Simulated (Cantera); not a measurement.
Input: 1 mol TiC, 0.34 mol C, 2.5 mol H2, held at 1.00 bar.

Method: chemical equilibrium by Gibbs-energy minimisation in Cantera with the NASA 1993 tables (ideal gas, pure condensed phases). Candidate condensed phases: C, C6H6, C7H8, C8H18, Ti, TiC; 77 gas species. TiC: taken at fixed stoichiometry. Rates play no part. All values below are at 2377 °C.

Base state: H2 0.936, H 0.0453, C2H2 (acetylene) 0.0184, C4H2 0.000150, CH4 0.000105, CH3 8.80e-5, C2H 8.62e-5, C2H2 (vinylidene) 2.31e-5 (mole fractions); condensed: C(graphite) + TiC(s).

Task: What changes in the equilibrium state with this change: pressure from 1.00 bar to 0.600 bar?

Result: 
```tsv
species	before	after
H2	0.936	0.923
H	0.0453	0.0581
C2H2 (acetylene)	0.0184	0.0181
Ti	9.70e-6	1.62e-5
CH4	0.000105	6.12e-5
CH3	8.80e-5	6.68e-5
C2H	8.62e-5	0.000111
C(graphite), mol	0.243	0.244
TiC(s), mol	1.000	1.000
```
